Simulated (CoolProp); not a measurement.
Vapour-liquid equilibrium of cyclohexane (1) + n-dodecane (2) at 417.8 K; x and y are mole fractions of (1).

Model: multi-fluid Helmholtz-energy mixture model, Zhou 2014 and Lemmon 2004; pair parameters Bell 2016, in CoolProp.

```tsv
x	bubble pressure (kPa)	y at the bubble point	dew pressure at overall composition x (kPa)	liquid density (mol/L)
0.05	30.25	0.596	13.30	3.953
0.2	87.82	0.878	15.73	4.305
0.35	152.8	0.941	19.22	4.716
0.5	224.8	0.968	24.71	5.203
0.65	302.6	0.983	34.56	5.787
0.8	384.5	0.992	57.41	6.498
0.95	468.3	0.998	170.1	7.382
```

No azeotrope shows between x = 0.05 and 0.95.

Pair parameters are fitted to limited data, so mixtures are less certain than the pure fluids.
